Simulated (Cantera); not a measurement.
**Hydrocarbon pyrolysis for carbon deposition**

An isothermal, constant-pressure homogeneous reactor starts with 45.5 % C₂H₆, 54.5 % N₂, at 1725 K and 82.5 Torr.

Computed with Cantera and GRI-Mech 3.0 (53 species, 325 reactions). GRI-Mech 3.0 stops at C3 and has no aromatics, soot or wall deposition, so with more carbon than oxygen in the feed, carbon stays in small species such as C2H2 where larger ones or solid carbon would form.

```csv
t (s),x C₂H₆,x C₂H₄,x CH₂,x C₂H₂,x CH₃,x H
1.00e-5,0.401,0.00995,3.48e-5,2.90e-5,0.0331,0.000445
4.06e-5,0.192,0.108,6.73e-5,0.00801,0.0516,0.00113
0.000165,0.0131,0.133,2.37e-5,0.0841,0.0162,0.00119
0.000671,0.000401,0.0600,2.37e-6,0.156,0.00299,0.000356
0.00273,7.98e-5,0.0170,6.35e-7,0.193,0.00135,0.000191
0.0111,6.58e-5,0.00186,6.58e-7,0.209,0.00127,0.000226
0.0451,2.71e-5,0.000951,4.91e-7,0.220,0.000836,0.000270
0.183,3.89e-6,0.000536,2.42e-7,0.232,0.000330,0.000340
0.745,2.77e-7,0.000492,7.33e-8,0.236,8.74e-5,0.000381
3.03,5.66e-8,0.000493,2.85e-8,0.237,3.30e-5,0.000388
12.3,5.02e-8,0.000493,2.59e-8,0.237,2.99e-5,0.000388
50.0,5.02e-8,0.000493,2.59e-8,0.237,2.99e-5,0.000388
```
x: mole fraction; the columns are a selection and need not sum to one.

Equilibrium at this temperature and pressure: C₂H₆ 3.78e-8, C₂H₄ 0.000371, CH₂ 2.24e-8, C₂H₂ 0.178, CH₃ 2.60e-5, H 0.000388 (gas phase only).
